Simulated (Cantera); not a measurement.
What does this Cantera script print?

```python
import numpy as np
import cantera as ct

gas_names = """
    B BN BO BO2 B2 B2O B2O2 B2O3 N NO NO2 NO3 N2 N2O O O2 O3
""".split()
cond_names = """
    B(b) B(L) BN(s) B2O3(L)
""".split()


# ... load() reads the species with a 1 bar reference pressure and builds the phases ...
atoms = {
    'BN': {'B': 1, 'N': 1},
    'O2': {'O': 2},
    'N2': {'N': 2},
}
top_T = {'BN(s)': 3200}  # K; cautious upper limits of use, not melting points


# ... equilibrate(T, P, feed) seeds the gas with the atoms and calls Mixture.equilibrate('TP', solver="vcs", rtol=1e-11, max_steps=5000) ...
results = []
P = 1.3  # Pa
for T in [1548, 1573, 1598, 1623, 1648, 1673, 1698, 1723, 1748, 1773, 1798, 1823, 1848]:
    for m in [0.15, 0.35, 0.54, 0.74, 0.94, 1.1, 1.3, 1.5]:
        feed = {'BN': 1, 'O2': m, 'N2': 0.77}  # mol
        mix = equilibrate(T, P, feed)
        results.append((T, P, feed, dict(zip(mix.species_names, mix.species_moles))))

for T, P, feed, n in results:
    print(f"{T:7g} {feed['O2']:10.4g}  " + (" + ".join(c for c in cond_names if n.get(c, 0) > 1e-12) or "gas only"))
```

Result:

```
   1548       0.15  BN(s)
   1548       0.35  BN(s)
   1548       0.54  BN(s)
   1548       0.74  gas only
   1548       0.94  gas only
   1548        1.1  gas only
   1548        1.3  gas only
   1548        1.5  gas only
   1573       0.15  BN(s)
   1573       0.35  BN(s)
   1573       0.54  BN(s)
   1573       0.74  gas only
   1573       0.94  gas only
   1573        1.1  gas only
   1573        1.3  gas only
   1573        1.5  gas only
   1598       0.15  BN(s)
   1598       0.35  BN(s)
   1598       0.54  gas only
   1598       0.74  gas only
   1598       0.94  gas only
   1598        1.1  gas only
   1598        1.3  gas only
   1598        1.5  gas only
   1623       0.15  BN(s)
   1623       0.35  BN(s)
   1623       0.54  gas only
   1623       0.74  gas only
   1623       0.94  gas only
   1623        1.1  gas only
   1623        1.3  gas only
   1623        1.5  gas only
   1648       0.15  BN(s)
   1648       0.35  BN(s)
   1648       0.54  gas only
   1648       0.74  gas only
   1648       0.94  gas only
   1648        1.1  gas only
   1648        1.3  gas only
   1648        1.5  gas only
   1673       0.15  BN(s)
   1673       0.35  BN(s)
   1673       0.54  gas only
   1673       0.74  gas only
   1673       0.94  gas only
   1673        1.1  gas only
   1673        1.3  gas only
   1673        1.5  gas only
   1698       0.15  BN(s)
   1698       0.35  BN(s)
   1698       0.54  gas only
   1698       0.74  gas only
   1698       0.94  gas only
   1698        1.1  gas only
   1698        1.3  gas only
   1698        1.5  gas only
   1723       0.15  BN(s)
   1723       0.35  BN(s)
   1723       0.54  gas only
   1723       0.74  gas only
   1723       0.94  gas only
   1723        1.1  gas only
   1723        1.3  gas only
   1723        1.5  gas only
   1748       0.15  BN(s)
   1748       0.35  BN(s)
   1748       0.54  gas only
   1748       0.74  gas only
   1748       0.94  gas only
   1748        1.1  gas only
   1748        1.3  gas only
   1748        1.5  gas only
   1773       0.15  BN(s)
   1773       0.35  BN(s)
   1773       0.54  gas only
   1773       0.74  gas only
   1773       0.94  gas only
   1773        1.1  gas only
   1773        1.3  gas only
   1773        1.5  gas only
   1798       0.15  BN(s)
   1798       0.35  BN(s)
   1798       0.54  gas only
   1798       0.74  gas only
   1798       0.94  gas only
   1798        1.1  gas only
   1798        1.3  gas only
   1798        1.5  gas only
   1823       0.15  BN(s)
   1823       0.35  BN(s)
   1823       0.54  gas only
   1823       0.74  gas only
   1823       0.94  gas only
   1823        1.1  gas only
   1823        1.3  gas only
   1823        1.5  gas only
   1848       0.15  B(b) + BN(s)
   1848       0.35  B(b)
   1848       0.54  gas only
   1848       0.74  gas only
   1848       0.94  gas only
   1848        1.1  gas only
   1848        1.3  gas only
   1848        1.5  gas only
```

Equilibrium computed with Cantera from the NASA thermochemical tables; the gas is ideal and each condensed phase is pure. Mutual solubility and eutectic melting of coexisting phases are not modelled.
